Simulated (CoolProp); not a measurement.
Vapour-liquid equilibrium of n-hexane (1) + dimethyl carbonate (2) at 52.1 kPa; x and y are mole fractions of (1).

Values from CoolProp's multi-fluid Helmholtz-energy mixture model, Thol 2019 and Zhou 2011; pair parameters Bell 2016.

| x | bubble temperature (K) | y at the bubble point | dew temperature at overall composition x (K) | liquid density (mol/L) |
|---|---|---|---|---|
| 0.05 | 334.3 | 0.326 | 342.4 | 10.95 |
| 0.15 | 325.6 | 0.557 | 339.7 | 10.50 |
| 0.25 | 322.4 | 0.631 | 336.8 | 10.02 |
| 0.35 | 321.1 | 0.663 | 333.5 | 9.558 |
| 0.45 | 320.5 | 0.681 | 329.9 | 9.129 |
| 0.55 | 320.1 | 0.698 | 325.9 | 8.737 |
| 0.65 | 319.8 | 0.720 | 321.6 | 8.381 |
| 0.75 | 319.7 | 0.754 | 319.7 | 8.056 |
| 0.85 | 319.9 | 0.811 | 320.2 | 7.758 |
| 0.95 | 321.0 | 0.915 | 321.4 | 7.477 |

y crosses x between x = 0.75 and 0.85: the model has an azeotrope there.

The pair parameters rest on a limited set of measurements; away from them the model extrapolates.
